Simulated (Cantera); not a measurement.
A freely propagating, adiabatic, planar premixed flame of 21.9 % H2, 16.4 % O2, 61.7 % N2, equivalence ratio 0.67, unburnt at 498 K and 0.799 atm; mixture-averaged transport, grid criteria slope 0.08 and curve 0.16, no radiation.

Computed with Cantera and the H2/O2 subset of GRI-Mech 3.0, which has no nitrogen chemistry. Burning velocities carry a grid error of a few per cent, more on coarse grids. Lean hydrogen flames are cellular in practice and burn faster than this planar one.

x: mole fraction of selected species; z is measured from the peak of heat release.

```json
[
 {"z (mm)": "-1.59", "T (K)": "498", "u (m/s)": "3.34", "x H2": "0.219", "x O2": "0.164", "x H": "<1e-8", "x H2O": "<1e-8", "x H2O2": "<1e-8", "x HO2": "<1e-8"},
 {"z (mm)": "-1.06", "T (K)": "498", "u (m/s)": "3.34", "x H2": "0.219", "x O2": "0.164", "x H": "<1e-8", "x H2O": "<1e-8", "x H2O2": "<1e-8", "x HO2": "<1e-8"},
 {"z (mm)": "-0.793", "T (K)": "498", "u (m/s)": "3.34", "x H2": "0.219", "x O2": "0.164", "x H": "<1e-8", "x H2O": "5.15e-8", "x H2O2": "<1e-8", "x HO2": "<1e-8"},
 {"z (mm)": "-0.529", "T (K)": "498", "u (m/s)": "3.34", "x H2": "0.219", "x O2": "0.164", "x H": "<1e-8", "x H2O": "2.32e-6", "x H2O2": "1.51e-8", "x HO2": "?"},
 {"z (mm)": "-0.264", "T (K)": "525", "u (m/s)": "3.47", "x H2": "0.207", "x O2": "0.166", "x H": "4.60e-5", "x H2O": "0.00137", "x H2O2": "1.13e-5", "x HO2": "0.000222"},
 {"z (mm)": "-0.132", "T (K)": "753", "u (m/s)": "4.84", "x H2": "0.168", "x O2": "0.161", "x H": "0.00278", "x H2O": "0.0233", "x H2O2": "3.00e-5", "x HO2": "0.000214"},
 {"z (mm)": "0", "T (K)": "1143", "u (m/s)": "7.14", "x H2": "0.0947", "x O2": "0.130", "x H": "0.0160", "x H2O": "0.0931", "x H2O2": "7.75e-6", "x HO2": "?"},
 {"z (mm)": "0.132", "T (K)": "1430", "u (m/s)": "8.86", "x H2": "0.0369", "x O2": "0.0875", "x H": "0.0252", "x H2O": "0.167", "x H2O2": "4.18e-6", "x HO2": "?"},
 {"z (mm)": "0.264", "T (K)": "1582", "u (m/s)": "9.75", "x H2": "0.0200", "x O2": "0.0712", "x H": "0.0226", "x H2O": "0.194", "x H2O2": "2.32e-6", "x HO2": "?"},
 {"z (mm)": "0.529", "T (K)": "1735", "u (m/s)": "10.6", "x H2": "0.0147", "x O2": "0.0652", "x H": "0.0150", "x H2O": "0.207", "x H2O2": "1.13e-6", "x HO2": "?"},
 {"z (mm)": "1.06", "T (K)": "1872", "u (m/s)": "11.4", "x H2": "0.0109", "x O2": "0.0626", "x H": "0.00792", "x H2O": "0.218", "x H2O2": "5.93e-7", "x HO2": "?"},
 {"z (mm)": "2.11", "T (K)": "1979", "u (m/s)": "11.9", "x H2": "0.00668", "x O2": "0.0612", "x H": "0.00334", "x H2O": "0.227", "x H2O2": "3.51e-7", "x HO2": "?"},
 {"z (mm)": "4.23", "T (K)": "2050", "u (m/s)": "12.3", "x H2": "0.00336", "x O2": "0.0608", "x H": "0.00109", "x H2O": "0.235", "x H2O2": "2.24e-7", "x HO2": "?"}
]
```

Task: Complete the blanks.

Result: 
- -0.529, x HO2: 6.07e-7
- 0, x HO2: 9.76e-5
- 0.132, x HO2: 5.32e-5
- 0.264, x HO2: 3.63e-5
- 0.529, x HO2: 2.50e-5
- 1.06, x HO2: 1.62e-5
- 2.11, x HO2: 9.41e-6
- 4.23, x HO2: 5.07e-6
